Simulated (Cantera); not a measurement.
An adiabatic, constant-volume homogeneous reactor starts with 2.97 % CH4, 19.2 % O2, 72.2 % N2, 5.65 % H2O, equivalence ratio 0.31, at 1073 K and 500000 Pa.

Cantera simulation using GRI-Mech 3.0 (53 species, 325 reactions); the numbers are that mechanism's predictions, not measurements.

Q: Predict: time of steepest temperature rise; temperature at 9.00 s; equilibrium temperature; x(O2) at 9.00 s; x(H2O) at 9.00 s.

A: 
```json
{
 "time_of_steepest_temperature_rise": "37.3 ms",
 "temperature at 9.00 s": "1887 K",
 "equilibrium_temperature": "1886 K",
 "x(O2) at 9.00 s": "0.130 (gas-phase equilibrium 0.130)",
 "x(H2O) at 9.00 s": "0.116 (gas-phase equilibrium 0.116)"
}
```
